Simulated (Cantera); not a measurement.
An adiabatic, constant-pressure homogeneous reactor starts with H₂ : O₂ : N₂ = 1 : 1.25 : 13.8 (molar parts), equivalence ratio 0.40, at 1350 K and 0.711 atm.

Detailed kinetics in Cantera: the H2/O2 subset of GRI-Mech 3.0, which has no nitrogen chemistry.

x: mole fraction; the columns are a selection and need not sum to one.

| t (s) | T (K) | x H₂ | x O₂ | x H | x O | x H₂O | x H₂O₂ | x OH |
|---|---|---|---|---|---|---|---|---|
| 1.00e-6 | 1350 | 0.0623 | 0.0779 | 2.84e-9 | 2.29e-10 | 9.34e-11 | 1.31e-12 | 2.04e-10 |
| 2.61e-6 | 1350 | 0.0623 | 0.0779 | 7.70e-9 | 1.29e-9 | 1.29e-9 | 8.88e-12 | [?] |
| 6.81e-6 | 1350 | 0.0623 | 0.0779 | 2.91e-8 | 7.42e-9 | 1.70e-8 | 5.93e-11 | [?] |
| 1.78e-5 | 1350 | 0.0623 | 0.0779 | 3.21e-7 | 9.35e-8 | 3.77e-7 | 4.12e-10 | [?] |
| 4.64e-5 | 1350 | 0.0621 | 0.0778 | 9.49e-5 | 2.80e-5 | 0.000129 | 2.28e-8 | [?] |
| 0.000121 | 1511 | 0.00541 | 0.0473 | 0.0152 | 0.0108 | 0.0478 | 8.01e-7 | 0.00432 |
| 0.000316 | 1686 | 0.00275 | 0.0467 | 0.00394 | 0.00492 | 0.0570 | 2.89e-7 | 0.00417 |
| 0.000825 | 1764 | 0.000847 | 0.0473 | 0.000581 | 0.00144 | 0.0617 | 1.16e-7 | [?] |
| 0.00215 | 1788 | 0.000179 | 0.0478 | 5.41e-5 | 0.000300 | 0.0634 | 4.29e-8 | [?] |
| 0.00562 | 1793 | 4.15e-5 | 0.0481 | 6.05e-6 | 6.99e-5 | 0.0639 | 1.67e-8 | [?] |
| 0.0147 | 1795 | 1.92e-5 | 0.0481 | 1.93e-6 | 3.26e-5 | 0.0641 | 1.08e-8 | 0.000419 |
| 0.0383 | 1795 | 1.78e-5 | 0.0481 | 1.72e-6 | 3.01e-5 | 0.0641 | 1.04e-8 | 0.000403 |
| 0.100 | 1795 | 1.78e-5 | 0.0481 | 1.72e-6 | 3.01e-5 | 0.0641 | 1.04e-8 | 0.000403 |

### Question
Complete the blanks.

### Answer

- 2.61e-6, x OH: 1.03e-9
- 6.81e-6, x OH: 5.41e-9
- 1.78e-5, x OH: 6.63e-8
- 4.64e-5, x OH: 2.00e-5
- 0.000825, x OH: 0.00261
- 0.00215, x OH: 0.00125
- 0.00562, x OH: 0.000612
